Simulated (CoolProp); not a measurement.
Vapour-liquid equilibrium of CH2F2 (R32) (1) + propylene (2) at 32.15 °C; x and y are mole fractions of (1).

The numbers come from the multi-fluid Helmholtz-energy mixture model, Tillner-Roth 1997 and Lemmon 2013; pair parameters Bell 2016 in CoolProp.

### Question
Give the bubble pressure and the first vapour's composition at x = 0.05, 0.25, 0.55. Is there an azeotrope?

### Answer
x = 0.05: 1.539 MPa, y = 0.123; x = 0.25: 1.998 MPa, y = 0.394; x = 0.55: 2.302 MPa, y = 0.603. y crosses x between x = 0.65 and 0.75: the model has an azeotrope there.

Pair parameters are fitted to limited data, so mixtures are less certain than the pure fluids.
